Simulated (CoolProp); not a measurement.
R152A along the isobar 19700 kPa: fugacity coefficient from the reference equation and from simpler models built on Tc = 386.4 K, pc = 4517 kPa, ω = 0.275; each cubic takes its own stable root.

The numbers come from the reference Helmholtz-energy equation of state, Outcalt 1996 in CoolProp. It is a modified Benedict-Webb-Rubin equation, recast in Helmholtz form.

| T (K) | phase | reference |
|---|---|---|
| 219 | liquid | 0.002079 |
| 241.1 | liquid | 0.006396 |
| 263.2 | liquid | 0.01564 |
| 285.4 | liquid | 0.03226 |
| 307.5 | liquid | 0.05808 |
| 329.6 | liquid | 0.09425 |
| 351.7 | liquid | 0.1408 |
| 373.8 | liquid | 0.1966 |

Task: How far does each simpler model (Redlich-Kwong, Soave-Redlich-Kwong) lie from the reference over these 8 states: mean and median of the absolute difference, and the worst?

Result: 
- Redlich-Kwong: mean 74.7 %, median 61.9 %, worst +166.8 % at 219 K and 19700 kPa
- Soave-Redlich-Kwong: mean 14.3 %, median 15.1 %, worst +16.5 % at 351.7 K and 19700 kPa
